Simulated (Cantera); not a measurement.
Stirred combustor or abatement burner

A perfectly stirred reactor is fed with CH4 : O2 : N2 = 1 : 2.63 : 13.7 (molar parts), at 5.00 bar; it is adiabatic with a 725 K inlet, and is followed from long to short residence time, starting on the burning branch (τ in s: 0.059, 0.02, 0.0065, 0.0022, 0.00072, 0.00024, 8e-05, 2.6e-05, 8.8e-06).

Computed with Cantera and GRI-Mech 3.0 (53 species, 325 reactions).

```tsv
τ (s)	T (K)	x CH4	x O2	x H	x H2O	x N2O	x O	x NO
0.059	1975	4.29e-6	0.0362	8.80e-6	0.115	4.89e-7	6.53e-5	0.000113
0.020	1972	1.02e-5	0.0363	1.59e-5	0.115	6.52e-7	9.31e-5	6.48e-5
0.0065	1966	2.28e-5	0.0365	3.68e-5	0.114	9.42e-7	0.000158	4.63e-5
0.0022	1954	4.76e-5	0.0369	9.14e-5	0.114	1.23e-6	0.000284	3.85e-5
0.00072	1932	0.000102	0.0379	0.000234	0.112	1.31e-6	0.000522	3.26e-5
0.00024	1891	0.000230	0.0400	0.000543	0.111	1.16e-6	0.000885	2.62e-5
8.0e-5	1816	0.000640	0.0448	0.00101	0.108	8.81e-7	0.00120	1.66e-5
2.6e-5	725	0.0577	0.152	<1e-12	<1e-12	<1e-12	<1e-12	<1e-12
8.8e-6	725	0.0577	0.152	<1e-12	<1e-12	<1e-12	<1e-12	<1e-12
```
x: mole fraction; the columns are a selection and need not sum to one.
